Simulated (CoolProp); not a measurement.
Vapour-liquid equilibrium of CH2F2 (R32) (1) + R1234yf (2) at 309 kPa; x and y are mole fractions of (1).

Computed with CoolProp (multi-fluid Helmholtz-energy mixture model, Tillner-Roth 1997 and Lemmon 2022; pair parameters Bell 2023).

**Question.** Give the bubble temperature and the first vapour's composition at x = 0.35, 0.425, 0.5. Is there an azeotrope?

**Answer.** x = 0.35: 255.3 K, y = 0.620; x = 0.425: 253.4 K, y = 0.678; x = 0.5: 251.8 K, y = 0.726. No azeotrope shows between x = 0.05 and 0.95.

Pair parameters are fitted to limited data, so mixtures are less certain than the pure fluids.
